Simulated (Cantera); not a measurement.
Feed: 1 mol Si₂H₆, 0.21 mol Cl₂, 250 mol H₂, held at 1.00 Torr.

Equilibrium computed with Cantera from the NASA thermochemical tables; the gas is ideal and each condensed phase is pure. Candidate condensed phases: Si; 19 gas species. The feed counts by its element totals alone. Kinetics and transport are ignored. All values below are at 925 K.

Base state: H₂ 0.998, HCl 0.00164 (mole fractions); condensed: Si(s).

Q: What changes in the equilibrium state with this change: Cl₂ from 0.21 to 0.0055 mol?

A: 
```tsv
species	before	after
H₂	0.998	1.000
HCl	0.00164	4.35e-5
Si(s), mol	2.00	2.00
```

Q: What changes in the equilibrium state with this change: Cl₂ from 0.21 to 0.08 mol?

A: 
```
species      before     after
----------  -------  --------
H₂            0.998     0.999
HCl         0.00164  0.000631
Si(s), mol     2.00      2.00
```
